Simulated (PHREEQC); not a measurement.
Solution (85 °C): 110 mmol/kgw ZnSO4, 3.9 mmol/kgw NaCl and 1.8 mmol/kgw H2SO4. Closed to the air; pH follows from the charge balance.

Computed with PHREEQC (ion-association model, phreeqc.dat).

### Question
The ionic strength comes out as 0.218 mol/kgw. What activity coefficients do Na+, ZnCl+, SO4-2, NaSO4-, HSO4- get?

### Answer
Na+ 0.71, ZnCl+ 0.68, SO4-2 0.24, NaSO4- 0.72, HSO4- 0.71.

No solid was allowed to form. Complexes and solids missing from the database can't appear. At this temperature some constants are extrapolated from 25 °C, and those without enthalpy data are left unchanged.
